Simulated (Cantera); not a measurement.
# Reactions in the system C-O-S-Si

Standard-state values (1 bar) from the NASA 1993 polynomials, evaluated with Cantera. Values are per mole of reaction as written; species without (g) are pure solids or liquids, kept so even where they would boil at 1 bar.

2 SiC2(g) + 2 SO2(g) → S2(g) + 2 Si + 4 CO(g)

```json
[
 {"T (K)": "2550", "ΔH° (kJ)": "-847.1", "ΔS° (J/K)": "152.8", "ΔG° (kJ)": "-1236.8", "log10 K": "25.33"},
 {"T (K)": "2600", "ΔH° (kJ)": "-847.2", "ΔS° (J/K)": "152.8", "ΔG° (kJ)": "-1244.4", "log10 K": "25.00"},
 {"T (K)": "2650", "ΔH° (kJ)": "-847.3", "ΔS° (J/K)": "152.7", "ΔG° (kJ)": "-1252.1", "log10 K": "24.68"},
 {"T (K)": "2700", "ΔH° (kJ)": "-847.4", "ΔS° (J/K)": "152.7", "ΔG° (kJ)": "-1259.7", "log10 K": "24.37"},
 {"T (K)": "2750", "ΔH° (kJ)": "-847.6", "ΔS° (J/K)": "152.6", "ΔG° (kJ)": "-1267.3", "log10 K": "24.07"},
 {"T (K)": "2800", "ΔH° (kJ)": "-847.8", "ΔS° (J/K)": "152.6", "ΔG° (kJ)": "-1275.0", "log10 K": "23.78"},
 {"T (K)": "2850", "ΔH° (kJ)": "-847.9", "ΔS° (J/K)": "152.5", "ΔG° (kJ)": "-1282.6", "log10 K": "23.51"},
 {"T (K)": "2900", "ΔH° (kJ)": "-848.1", "ΔS° (J/K)": "152.4", "ΔG° (kJ)": "-1290.2", "log10 K": "23.24"},
 {"T (K)": "2950", "ΔH° (kJ)": "-848.4", "ΔS° (J/K)": "152.4", "ΔG° (kJ)": "-1297.8", "log10 K": "22.98"},
 {"T (K)": "3000", "ΔH° (kJ)": "-848.6", "ΔS° (J/K)": "152.3", "ΔG° (kJ)": "-1305.5", "log10 K": "22.73"}
]
```

3 Si + SiC2(g) → 2 Si2C(g)

| T (K) | ΔH° (kJ) | ΔS° (J/K) | ΔG° (kJ) | log10 K |
|---|---|---|---|---|
| 2550 | 261.6 | 62.8 | 101.4 | -2.08 |
| 2600 | 260.8 | 62.5 | 98.3 | -1.98 |
| 2650 | 260.0 | 62.2 | 95.2 | -1.88 |
| 2700 | 259.3 | 61.9 | 92.1 | -1.78 |
| 2750 | 258.5 | 61.6 | 89.0 | -1.69 |
| 2800 | 257.8 | 61.4 | 85.9 | -1.60 |
| 2850 | 257.1 | 61.1 | 82.9 | -1.52 |
| 2900 | 256.4 | 60.9 | 79.8 | -1.44 |
| 2950 | 255.7 | 60.7 | 76.8 | -1.36 |
| 3000 | 255.0 | 60.4 | 73.8 | -1.28 |
